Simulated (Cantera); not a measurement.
Feed: 1 mol V, 0.18 mol O₂, 1.1 mol N₂, equilibrated at 2800 K and 405 Torr.

Method: chemical equilibrium by Gibbs-energy minimisation in Cantera with the NASA 1993 tables (ideal gas, pure condensed phases). Candidate condensed phases: V, VN, VO, V₂O₃, V₂O₄, V₂O₅; 13 gas species. Each liquid is taken as pure. Mutual solubility and eutectic melting of coexisting phases are not modelled. VO: taken at fixed stoichiometry. Condensed phases not in the tables: V₂N, N, O or C dissolved in the metal. The numbers say what is thermodynamically allowed, not how fast it happens.

Base state: N₂ 0.974, V 0.0164, VO 0.00912, VO₂ 0.000985, VN 1.86e-5 (mole fractions); condensed: V(l) + VO(l).

Problem. What changes in the equilibrium state with this change: 0.01 mol H₂ added?

Solution. 
```csv
species,before,after
N₂,0.974,0.961
V,0.0164,0.0164
VO,0.00912,0.00912
H,0,0.00775
H₂,0,0.00484
H₂O,0,1.39e-5
VN,1.86e-5,1.85e-5
VO₂,0.000985,0.000985
"V(l), mol",0.623,0.622
"VO(l), mol",0.347,0.347
```
Further candidate phases: H₂O.
